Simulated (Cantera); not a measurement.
Charge: 1 mol SiF4, 0.89 mol NO, 0.43 mol H2, 1 mol N2O, at 1823 K and 0.00580 bar.

Cantera equilibrium calculation (NASA polynomials, part measured and part estimated; ideal gas, pure solids and liquids). The tables' values for SiF3 are old estimates; treat these amounts as uncertain. The tables hold silica as quartz up to 1696 K and as liquid above; real silica turns to tridymite and cristobalite and melts near 1996 K. The numbers say what is thermodynamically allowed, not how fast it happens.

| species | before | after |
|---|---|---|
| N2 | 0.377 | 0.385 |
| SiF4 | 0.206 | 0.226 |
| O2 | 0.189 | 0.194 |
| HF | 0.223 | 0.160 |
| H2O | 0.000901 | 0.0345 |
| O | 0.000861 | <1e-9 |
| SiF3 | 0.000179 | <1e-9 |
| F | 0.000176 | <1e-9 |
| OH | 0.000265 | 3.81e-9 |
| NO | 0.00295 | 2.04e-6 |
| SiO2(condensed), mol | 0.213 | 0 |
| SiO2(α-quartz), mol | 0 | 0.150 |
Gas species are given as mole fractions.

Problem. Which change was made?
(A) pressure from 0.00580 bar to 0.100 bar
(B) temperature from 1823 K to 1223 K
(C) temperature from 1823 K to 825 K
(D) temperature from 1823 K to 1025 K

Solution. C, temperature from 1823 K to 825 K
